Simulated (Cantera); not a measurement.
Standard-state values (1 bar) from the NASA 1993 polynomials, evaluated with Cantera. Values are per mole of reaction as written; species without (g) are pure solids or liquids, kept so even where they would boil at 1 bar.

2 OH(g) + 2 LiCl → H2O(g) + Li2O + 2 Cl(g), with ΔH° = 139.8 kJ and ΔS° = 70.9 J/K at 300 K.

Question: How far is the shortcut ΔG° ≈ ΔH°(300 K) − T·ΔS°(300 K) from the full temperature-dependent value at 1025, 1125, 1225, 1325, 1425 K?

Answer: 
```csv
T (K),shortcut (kJ),full (kJ),difference (kJ),difference in log10 K,condensed phases
1025,67.2,83.4,-16.2,0.83,"LiCl(l), Li2O(s)"
1125,60.1,83.0,-22.9,1.06,"LiCl(l), Li2O(s)"
1225,53.0,82.7,-29.7,1.27,"LiCl(l), Li2O(s)"
1325,45.9,82.5,-36.6,1.44,"LiCl(l), Li2O(s)"
1425,38.8,82.3,-43.4,1.59,"LiCl(l), Li2O(s)"
```
The shortcut ignores heat capacities and the phase changes listed.
